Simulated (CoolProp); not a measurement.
Vapour-liquid equilibrium of CHF3 (R23) (1) + sulfur hexafluoride (2) at 257.3 K; x and y are mole fractions of (1).

The numbers come from the multi-fluid Helmholtz-energy mixture model, Penoncello 2003 and Guder 2009; pair parameters Bell 2016 in CoolProp.

Q: Give the bubble pressure and the first vapour's composition at x = 0.2, 0.5, 0.95. Is there an azeotrope?

A: x = 0.2: 1.233 MPa, y = 0.411; x = 0.5: 1.519 MPa, y = 0.618; x = 0.95: 1.608 MPa, y = 0.942. y crosses x between x = 0.8 and 0.95: the model has an azeotrope there.

Pair parameters are fitted to limited data, so mixtures are less certain than the pure fluids.
